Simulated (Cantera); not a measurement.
What does this Cantera script print?

```python
import numpy as np
import cantera as ct

gas_names = """
    Electron H H+ H- HNO HNO2 HNO3 HO2 H2 H2+ H2- H2O H2O+ H2O2 H2S H2SO4 H3O+ N N+ N- NH NH+ NH2 NH3
    NH2OH NH4+ NO NO+ NO2 NO2- NO3 NO3- N2 N2+ N2- N2H2 N2H4 N2O N2O+ O O+ O- OH OH+ OH- O2 O2+ O2- O3 S
    S+ S- SH SN SO SO2 SO3 S2 S2O S8
""".split()
cond_names = """
    H2O(s) H2O(L) H2SO4(L) S(cr1) S(cr2) S(L)
""".split()


def load(file, names, dense=False):
    # The tables refer to 1 bar. Condensed volumes are neglected.
    table = {s.name: s for s in ct.Species.list_from_file(file)}
    out = []
    for n in names:
        d = dict(table[n].input_data)
        d["thermo"] = dict(d["thermo"], **{"reference-pressure": 1e5})
        if dense:
            d["equation-of-state"] = {"model": "constant-volume", "density": "1e6 g/cm^3"}
        out.append(ct.Species.from_dict(d))
    return out


gas = ct.Solution(thermo="ideal-gas", species=load("nasa_gas.yaml", gas_names))
cond = {s.name: ct.Solution(thermo="fixed-stoichiometry", species=[s], name=s.name)
        for s in load("nasa_condensed.yaml", cond_names, dense=True)}
atoms = {
    'S': {'S': 1},
    'H2O': {'H': 2, 'O': 1},
    'N2': {'N': 2},
    'H2S': {'H': 2, 'S': 1},
}
top_T = {}  # K; cautious upper limits of use, not melting points


def equilibrate(T, P, feed):
    n = {}
    for name, mol in feed.items():
        for a, k in atoms[name].items():
            n[a] = n.get(a, 0.0) + k * mol
    gas.TPX = T, P, n
    mass = sum(n.values()) * gas.mean_molecular_weight
    gas.equilibrate("TP")
    valid = [c for c in cond.values() if c.min_temp <= T <= top_T.get(c.name, c.max_temp)]
    mix = ct.Mixture([(gas, mass / gas.mean_molecular_weight)] + [(c, 0.0) for c in valid])
    mix.T, mix.P = T, P
    mix.equilibrate("TP", solver="vcs", rtol=1e-11, max_steps=5000)
    return mix


results = []
feed = {'S': 1, 'H2O': 0.28, 'N2': 0.18, 'H2S': 0.067}  # mol
P = 28  # Pa
for T in [2000, 2250, 2500, 2750, 3000, 3250, 3500, 3750, 4000, 4250, 4500, 4750, 5000]:
    mix = equilibrate(T, P, feed)
    results.append((T, P, feed, dict(zip(mix.species_names, mix.species_moles))))
    x = sorted(zip(gas.X, gas.species_names), reverse=True)
    print(f"T = {T:g} K  P = {P:g} Pa  gas = {mix.phase_moles(0):.4g} mol")
    print("   x: " + "  ".join(f"{s} {v:.3e}" for v, s in x if v > 0.001))
    print("   condensed (mol): " + ("  ".join(f"{mix.phase(i).name} {mix.phase_moles(i):.4g}"
          for i in range(1, mix.n_phases) if mix.phase_moles(i) > 1e-12) or "none"))
```

Result:

```
T = 2000 K  P = 28 Pa  gas = 1.244 mol
   x: S2 2.939e-01  H2 2.085e-01  N2 1.447e-01  SO 1.088e-01  S 1.031e-01  H 4.437e-02  SO2 3.847e-02  H2O 3.796e-02  SH 1.770e-02  H2S 1.117e-03
   condensed (mol): none
T = 2250 K  P = 28 Pa  gas = 1.518 mol
   x: S 2.879e-01  H 1.589e-01  SO 1.327e-01  H2 1.282e-01  S2 1.246e-01  N2 1.185e-01  SO2 1.747e-02  SH 1.479e-02  H2O 1.212e-02  OH 2.258e-03  O 1.930e-03
   condensed (mol): none
T = 2500 K  P = 28 Pa  gas = 1.852 mol
   x: S 4.061e-01  H 2.877e-01  SO 1.093e-01  N2 9.698e-02  H2 3.668e-02  S2 2.405e-02  O 1.953e-02  SO2 7.406e-03  SH 5.145e-03  OH 3.784e-03  H2O 2.327e-03
   condensed (mol): none
T = 2750 K  P = 28 Pa  gas = 2.084 mol
   x: S 4.530e-01  H 3.170e-01  N2 8.597e-02  O 7.923e-02  SO 4.777e-02  H2 6.014e-03  S2 4.424e-03  OH 2.375e-03  SH 1.230e-03  SO2 1.146e-03
   condensed (mol): none
T = 3000 K  P = 28 Pa  gas = 2.19 mol
   x: S 4.744e-01  H 3.136e-01  O 1.155e-01  N2 8.177e-02  SO 1.038e-02  H2 1.105e-03
   condensed (mol): none
T = 3250 K  P = 28 Pa  gas = 2.215 mol
   x: S 4.789e-01  H 3.125e-01  O 1.236e-01  N2 8.055e-02  SO 2.150e-03  N 1.047e-03
   condensed (mol): none
T = 3500 K  P = 28 Pa  gas = 2.223 mol
   x: S 4.792e-01  H 3.119e-01  O 1.251e-01  N2 7.898e-02  N 3.721e-03
   condensed (mol): none
T = 3750 K  P = 28 Pa  gas = 2.233 mol
   x: S 4.776e-01  H 3.107e-01  O 1.251e-01  N2 7.504e-02  N 1.099e-02
   condensed (mol): none
T = 4000 K  P = 28 Pa  gas = 2.252 mol
   x: S 4.735e-01  H 3.081e-01  O 1.242e-01  N2 6.623e-02  N 2.730e-02
   condensed (mol): none
T = 4250 K  P = 28 Pa  gas = 2.286 mol
   x: S 4.661e-01  H 3.035e-01  O 1.224e-01  N 5.629e-02  N2 5.054e-02
   condensed (mol): none
T = 4500 K  P = 28 Pa  gas = 2.333 mol
   x: S 4.560e-01  H 2.974e-01  O 1.200e-01  N 9.364e-02  N2 3.030e-02  Electron 1.310e-03  S+ 1.309e-03
   condensed (mol): none
T = 4750 K  P = 28 Pa  gas = 2.375 mol
   x: S 4.464e-01  H 2.922e-01  N 1.244e-01  O 1.179e-01  N2 1.357e-02  Electron 2.798e-03  S+ 2.796e-03
   condensed (mol): none
T = 5000 K  P = 28 Pa  gas = 2.402 mol
   x: S 4.386e-01  H 2.889e-01  N 1.399e-01  O 1.165e-01  Electron 5.566e-03  S+ 5.562e-03  N2 4.984e-03
   condensed (mol): none
```

Method: chemical equilibrium by Gibbs-energy minimisation in Cantera with the NASA 1993 tables (ideal gas, pure condensed phases).
